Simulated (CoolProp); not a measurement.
Vapour-liquid equilibrium of R125 (1) + propylene (2) at 261.3 K; x and y are mole fractions of (1).

Model: multi-fluid Helmholtz-energy mixture model, Lemmon 2005 and Lemmon 2013; pair parameters Bell 2016, in CoolProp.

### Question
Give the bubble pressure and the first vapour's composition at x = 0.425, 0.725, 0.8. Is there an azeotrope?

### Answer
x = 0.425: 548.7 kPa, y = 0.480; x = 0.725: 542.6 kPa, y = 0.660; x = 0.8: 529.5 kPa, y = 0.722. y crosses x between x = 0.5 and 0.575: the model has an azeotrope there.

The pair parameters rest on a limited set of measurements; away from them the model extrapolates.
